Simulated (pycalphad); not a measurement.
An equivalent pycalphad script:

```python
from pycalphad import Database, equilibrium, calculate, variables as v
import numpy as np
db = Database('COST507.tdb')
comps = ['AL', 'FE', 'SI', 'MG', 'VA']
phases = ['AL13FE4', 'AL2FE', 'AL5FE2', 'AL5FE4', 'ALFESI_ALPHA', 'ALFESI_BETA', 'ALFESI_DELTA', 'ALFESI_GAMMA', 'ALFESI_TAU1', 'ALFESI_TAU3', 'ALMG_BETA', 'ALMG_EPS', 'ALMG_GAMMA', 'BCC_B2', 'DIAMOND_A4', 'FCC_A1', 'FE2SI', 'FE5SI3', 'FESI', 'FESI2_H', 'FESI2_L', 'HCP_A3', 'LIQUID', 'MG2SI']
eq = equilibrium(db, comps, phases, {v.X('FE'): 0.0118, v.X('SI'): 0.0179, v.X('MG'): 0.0044, v.T: np.arange(1650, 349, -50), v.P: 101325, v.N: 1}, output=['HM', 'SM'])
```

CALPHAD calculation (pycalphad, COST 507 light-alloy database (1999)), 1 atm. No gas phase is included, though pure Mg would boil below 1650 K. The data set is of 1999 and partly superseded. The system is extrapolated from its subsystems; higher-order compounds may be missing. Amounts are mole fractions of atoms. Diffusion is slow at the low end, where real alloys seldom reach equilibrium.

Results at three of the temperatures:

```
T = 1250.00 K, P = 101325 Pa, N = 1 mol of atoms
G = -64243 J/mol, H = 38247 J/mol, S = 81.99 J/(mol K)  (SER reference)
chemical potentials (J/mol): Al -62368, Fe -164892, Si -84479, Mg -123743
phase             fraction      x(Al)      x(Fe)      x(Si)      x(Mg)
LIQUID              1.0000     0.9659     0.0118     0.0179     0.0044
```

```
T = 1150.00 K, P = 101325 Pa, N = 1 mol of atoms
G = -56174 J/mol, H = 35076 J/mol, S = 79.35 J/(mol K)  (SER reference)
chemical potentials (J/mol): Al -54398, Fe -155458, Si -72936, Mg -111578
phase             fraction      x(Al)      x(Fe)      x(Si)      x(Mg)
LIQUID              1.0000     0.9659     0.0118     0.0179     0.0044
```

```
T = 700.00 K, P = 101325 Pa, N = 1 mol of atoms
G = -26261 J/mol, H = 9451 J/mol, S = 51.02 J/(mol K)  (SER reference)
chemical potentials (J/mol): Al -24905, Fe -139028, Si -17484, Mg -57264
phase             fraction      x(Al)      x(Fe)      x(Si)      x(Mg)
FCC_A1              0.9160     0.9943   2.27e-06     0.0035     0.0021
ALFESI_BETA         0.0787     0.7000     0.1500     0.1500       none
MG2SI               0.0037       none       none     0.3333     0.6667
DIAMOND_A4          0.0016   2.91e-08       none     1.0000       none
```

Changes of the phase set, refined by bisection:

```csv
T (K),phases above,phases below
949.6,LIQUID,AL13FE4 + LIQUID
914.6,AL13FE4 + LIQUID,AL13FE4 + FCC_A1 + LIQUID
901.8,AL13FE4 + FCC_A1 + LIQUID,AL13FE4 + ALFESI_ALPHA + FCC_A1 + LIQUID
901.4,AL13FE4 + ALFESI_ALPHA + FCC_A1 + LIQUID,ALFESI_ALPHA + FCC_A1 + LIQUID
887.4,ALFESI_ALPHA + FCC_A1 + LIQUID,ALFESI_ALPHA + ALFESI_BETA + FCC_A1 + LIQUID
885.1,ALFESI_ALPHA + ALFESI_BETA + FCC_A1 + LIQUID,ALFESI_BETA + FCC_A1 + LIQUID
879.2,ALFESI_BETA + FCC_A1 + LIQUID,ALFESI_BETA + FCC_A1
774.6,ALFESI_BETA + FCC_A1,ALFESI_BETA + FCC_A1 + MG2SI
747.8,ALFESI_BETA + FCC_A1 + MG2SI,ALFESI_BETA + DIAMOND_A4 + FCC_A1 + MG2SI
```

Database names, with the compositions (at.%) that they take in these runs: ALFESI_ALPHA: Al 74 Fe 19 Si 7; ALFESI_BETA: Al 70 Fe 15 Si 15; MG2SI: Mg 67 Si 33. FCC_A1 is fcc; DIAMOND_A4 is diamond (Si). An entry "none" or "no" means that the model of the phase leaves that element out.
